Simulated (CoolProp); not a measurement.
A closed Brayton cycle with carbon dioxide: compressor inlet 312.15 K and 7.7 MPa, high pressure 23.8 MPa, turbine inlet 815 K, compressor efficiency 0.89, turbine efficiency 0.85, recuperator effectiveness 0.9 (on enthalpy, no pinch check). Each further row changes one setting.

Model: reference Helmholtz-energy equation of state, Span 1996, in CoolProp.

| case | thermal efficiency (%) | net work (kJ/kg) | compressor to turbine work | compressor exit (K) | turbine exit (K) |
|---|---|---|---|---|---|
| as stated | 33.4 | 87.8 | 0.35 | 396.2 | 689.2 |
| turbine inlet 765 K | 31.5 | 78.2 | 0.38 | 396.2 | 643.6 |
| compressor inlet 322.15 K | 31.9 | 78.5 | 0.42 | 417.2 | 689.2 |
| high pressure 20.2 MPa | 32.4 | 78.3 | 0.34 | 383.7 | 706.9 |
| recuperator effectiveness 0.5 | 22.1 | 87.8 | 0.35 | 396.2 | 689.2 |
